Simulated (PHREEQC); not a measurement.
A column of 1 m (40 cells, dispersivity 0.05 m, 720 s a shift, diffusion coefficient 3e-10 m²/s) holds 0.0032 eq of the database's cation exchanger X per kg of pore water, first in equilibrium with 0.087 mol MnCl2, 0.0068 mol CdCl2 and 1e-05 mol HCl per kg of water. It is flushed with 0.0017 mol/kgw KCl and 1e-05 mol/kgw HCl, at 15 °C. Values are for the last cell. CO2 from the air is kept out. Nothing may precipitate in this run.

Base run: PHREEQC, ion-association model, phreeqc.dat. Each further column changes one thing. The table gives K in solution (mol/kgw).

| pore volumes | base | exchange capacity from 0.0032 to 0.0016 eq/kgw | dispersivity from 0.05 to 0.1 m |
|---|---|---|---|
| 0 | 0 | 0 | 0 |
| 0.4125 | 2.86e-6 | [?] | [?] |
| 1.012 | 0.000790 | 0.000879 | [?] |
| 1.613 | 0.00113 | 0.00133 | 0.00131 |
| 2.013 | 0.00105 | 0.00128 | 0.00131 |
| 2.413 | 0.00110 | 0.00131 | 0.00126 |
| 3.013 | 0.00128 | 0.00144 | [?] |
| 3.612 | 0.00140 | 0.00152 | 0.00132 |
| 4.013 | 0.00145 | 0.00155 | 0.00138 |
| 4.412 | 0.00148 | 0.00158 | [?] |
| 5.013 | 0.00152 | 0.00160 | 0.00148 |
| 5.612 | 0.00155 | 0.00162 | 0.00152 |
| 6.013 | 0.00156 | 0.00162 | 0.00153 |

**Question.** What belongs in the gaps?

**Answer.** 
- 0.4125, exchange capacity from 0.0032 to 0.0016 eq/kgw: 3.47e-6
- 0.4125, dispersivity from 0.05 to 0.1 m: 3.49e-5
- 1.012, dispersivity from 0.05 to 0.1 m: 0.000883
- 3.013, dispersivity from 0.05 to 0.1 m: 0.00125
- 4.412, dispersivity from 0.05 to 0.1 m: 0.00143
